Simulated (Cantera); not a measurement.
An adiabatic, constant-pressure homogeneous reactor starts with C3H8 : O2 : N2 : H2O = 1 : 5 : 18.8 : 3.6 (molar parts), equivalence ratio 1.0, at 1648 K and 1.00 atm. Integrator tolerance rtol = 1e-08.

Detailed kinetics in Cantera: GRI-Mech 3.0 (53 species, 325 reactions). GRI-Mech 3.0 was tuned for natural gas; its chemistry of propane as a main component is partial and can be far from experiment.

What does this change do: pressure from 1.00 atm to 9.87 atm?


```
quantity                                                            before                                    after
---------------------------------  ---------------------------------------  ---------------------------------------
time of steepest temperature rise                                  28.2 µs                                  6.22 µs
temperature at 6.00 s                                               2691 K                                   2843 K
equilibrium temperature                                             2691 K                                   2843 K
x(C3H8) at 6.00 s                    <1e-12 (gas-phase equilibrium <1e-12)    <1e-12 (gas-phase equilibrium <1e-12)
x(O2) at 6.00 s                      0.0201 (gas-phase equilibrium 0.0201)    0.0146 (gas-phase equilibrium 0.0146)
x(H2O) at 6.00 s                       0.212 (gas-phase equilibrium 0.212)      0.225 (gas-phase equilibrium 0.225)
x(CH4) at 6.00 s                     <1e-12 (gas-phase equilibrium <1e-12)    <1e-12 (gas-phase equilibrium <1e-12)
x(NO) at 6.00 s                    0.00857 (gas-phase equilibrium 0.00857)  0.00913 (gas-phase equilibrium 0.00913)
```

What does this change do: initial temperature 1648 to 1498 K?


```csv
quantity,before,after
time of steepest temperature rise,28.2 µs,91.4 µs
temperature at 6.00 s,2691 K,2637 K
equilibrium temperature,2691 K,2637 K
x(C3H8) at 6.00 s,<1e-12 (gas-phase equilibrium <1e-12),<1e-12 (gas-phase equilibrium <1e-12)
x(O2) at 6.00 s,0.0201 (gas-phase equilibrium 0.0201),0.0180 (gas-phase equilibrium 0.0180)
x(H2O) at 6.00 s,0.212 (gas-phase equilibrium 0.212),0.219 (gas-phase equilibrium 0.219)
x(CH4) at 6.00 s,<1e-12 (gas-phase equilibrium <1e-12),<1e-12 (gas-phase equilibrium <1e-12)
x(NO) at 6.00 s,0.00857 (gas-phase equilibrium 0.00857),0.00747 (gas-phase equilibrium 0.00747)
```
